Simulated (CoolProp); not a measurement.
R404A at several states: density (kg/m³) from the reference equation and from simpler models built on Tc = 345.3 K, pc = 3735 kPa, ω = 0.293; each cubic takes its own stable root.

Computed with CoolProp (reference Helmholtz-energy equation of state, Lemmon 2003). It is a pseudo-pure fit of the blend.

| T (K) | p (kPa) | phase | reference |
|---|---|---|---|
| 320.9 | 715 | gas | 28.94 |
| 462.1 | 4850 | supercritical | 146.5 |
| 397.2 | 3840 | supercritical | 151.7 |
| 452.4 | 1200 | gas | 32.57 |
| 482.2 | 22.3 | gas | 0.5432 |

Question: How far does each simpler model (ideal gas, Soave-Redlich-Kwong, Peng-Robinson) lie from the reference over these 5 states: mean and median of the absolute difference, and the worst?

Answer: 
- ideal gas: mean 11.0 %, median 9.6 %, worst -25.2 % at 397.2 K and 3840 kPa
- Soave-Redlich-Kwong: mean 1.5 %, median 0.8 %, worst -3.3 % at 462.1 K and 4850 kPa
- Peng-Robinson: mean 0.2 %, median 0.1 %, worst +0.6 % at 397.2 K and 3840 kPa
